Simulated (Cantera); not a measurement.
A closed system holds: 1 mol Fe₂O₃, 0.31 mol H₂O, 0.071 mol HCl, held at 33.0 mbar.

Method: chemical equilibrium by Gibbs-energy minimisation in Cantera with the NASA 1993 tables (ideal gas, pure condensed phases). Candidate condensed phases: Fe, FeCl₂, FeCl₃, FeO, Fe(OH)₂, Fe(OH)₃, Fe₂O₃, Fe₃O₄, H₂O; 22 gas species. Mutual solubility and eutectic melting of coexisting phases are not modelled. The numbers say what is thermodynamically allowed, not how fast it happens.

Problem. Which condensed phases are stable at each of these points (T (°C)): 752, 802, 852, 902, 952, 1002, 1052, 1102, 1152, 1202, 1252, 1302?

Solution. 
```
T (°C)     condensed phases  Fe condensed (%)
------  -------------------  ----------------
752                Fe₂O₃(s)             100.0
802                Fe₂O₃(s)             100.0
852                Fe₂O₃(s)             100.0
902                Fe₂O₃(s)             100.0
952                Fe₂O₃(s)             100.0
1002    Fe₂O₃(s) + Fe₃O₄(s)             100.0
1052    Fe₂O₃(s) + Fe₃O₄(s)             100.0
1102    Fe₂O₃(s) + Fe₃O₄(s)             100.0
1152    Fe₂O₃(s) + Fe₃O₄(s)             100.0
1202    Fe₂O₃(s) + Fe₃O₄(s)             100.0
1252    Fe₂O₃(s) + Fe₃O₄(s)             100.0
1302               Fe₃O₄(s)             100.0
```

From 752 °C to 952 °C the condensed part is Fe₂O₃(s). From 1002 °C to 1252 °C the condensed part is Fe₂O₃(s) + Fe₃O₄(s). At 1302 °C the condensed part is Fe₃O₄(s).
